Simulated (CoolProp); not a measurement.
Vapour-liquid equilibrium of n-butane (1) + R113 (2) at 0.698 MPa; x and y are mole fractions of (1).

Values from CoolProp's multi-fluid Helmholtz-energy mixture model, Bücker 2006 and Marx 1992; pair parameters Bell 2016.

```json
[
 {"x": "0.05", "bubble temperature, mixture model (°C)": "115.8", "bubble temperature, Raoult's law (°C)": "116.1", "y, mixture model": "0.134", "y, Raoult's law": "0.148"},
 {"x": "0.15", "bubble temperature, mixture model (°C)": "106.2", "bubble temperature, Raoult's law (°C)": "107.0", "y, mixture model": "0.348", "y, Raoult's law": "0.375"},
 {"x": "0.25", "bubble temperature, mixture model (°C)": "98.1", "bubble temperature, Raoult's law (°C)": "99.3", "y, mixture model": "0.506", "y, Raoult's law": "0.539"},
 {"x": "0.35", "bubble temperature, mixture model (°C)": "91.2", "bubble temperature, Raoult's law (°C)": "92.6", "y, mixture model": "0.624", "y, Raoult's law": "0.660"},
 {"x": "0.45", "bubble temperature, mixture model (°C)": "85.4", "bubble temperature, Raoult's law (°C)": "86.7", "y, mixture model": "0.715", "y, Raoult's law": "0.752"},
 {"x": "0.55", "bubble temperature, mixture model (°C)": "80.4", "bubble temperature, Raoult's law (°C)": "81.5", "y, mixture model": "0.787", "y, Raoult's law": "0.822"},
 {"x": "0.65", "bubble temperature, mixture model (°C)": "76.1", "bubble temperature, Raoult's law (°C)": "76.8", "y, mixture model": "0.845", "y, Raoult's law": "0.878"},
 {"x": "0.75", "bubble temperature, mixture model (°C)": "72.2", "bubble temperature, Raoult's law (°C)": "72.6", "y, mixture model": "0.895", "y, Raoult's law": "0.922"},
 {"x": "0.85", "bubble temperature, mixture model (°C)": "68.6", "bubble temperature, Raoult's law (°C)": "68.8", "y, mixture model": "0.940", "y, Raoult's law": "0.958"},
 {"x": "0.95", "bubble temperature, mixture model (°C)": "65.3", "bubble temperature, Raoult's law (°C)": "65.3", "y, mixture model": "0.980", "y, Raoult's law": "0.987"}
]
```

The largest gap from Raoult's law is -1.4 K in bubble temperature, at x = 0.35. No azeotrope shows between x = 0.05 and 0.95.

Pair parameters are fitted to limited data, so mixtures are less certain than the pure fluids.
